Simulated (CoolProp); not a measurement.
A closed Brayton cycle with carbon dioxide: compressor inlet 313.15 K and 8 MPa, high pressure 15.4 MPa, turbine inlet 725 K, compressor efficiency 0.89, turbine efficiency 0.85, recuperator effectiveness 0.95 (on enthalpy, no pinch check). Each further row changes one setting.

Computed with CoolProp (reference Helmholtz-energy equation of state, Span 1996).

```json
[
 {"case": "as stated", "thermal efficiency (%)": "29.3", "net work (kJ/kg)": "47.9", "compressor to turbine work": "0.33", "compressor exit (K)": "359.7", "turbine exit (K)": "655.6"},
 {"case": "turbine inlet 675 K", "thermal efficiency (%)": "27.2", "net work (kJ/kg)": "(withheld)", "compressor to turbine work": "0.36", "compressor exit (K)": "359.7", "turbine exit (K)": "608.1"},
 {"case": "compressor inlet 323.15 K", "thermal efficiency (%)": "28.8", "net work (kJ/kg)": "(withheld)", "compressor to turbine work": "(withheld)", "compressor exit (K)": "(withheld)", "turbine exit (K)": "655.6"},
 {"case": "high pressure 13.1 MPa", "thermal efficiency (%)": "(withheld)", "net work (kJ/kg)": "37.6", "compressor to turbine work": "0.32", "compressor exit (K)": "348.1", "turbine exit (K)": "(withheld)"},
 {"case": "recuperator effectiveness 0.5", "thermal efficiency (%)": "15.0", "net work (kJ/kg)": "47.9", "compressor to turbine work": "0.33", "compressor exit (K)": "359.7", "turbine exit (K)": "655.6"}
]
```

### Question
What belongs in the gaps?

### Answer

- turbine inlet 675 K, net work (kJ/kg): 42.2
- compressor inlet 323.15 K, net work (kJ/kg): 42.1
- compressor inlet 323.15 K, compressor to turbine work: 0.41
- compressor inlet 323.15 K, compressor exit (K): 376.8
- high pressure 13.1 MPa, thermal efficiency (%): 27.3
- high pressure 13.1 MPa, turbine exit (K): 672.5
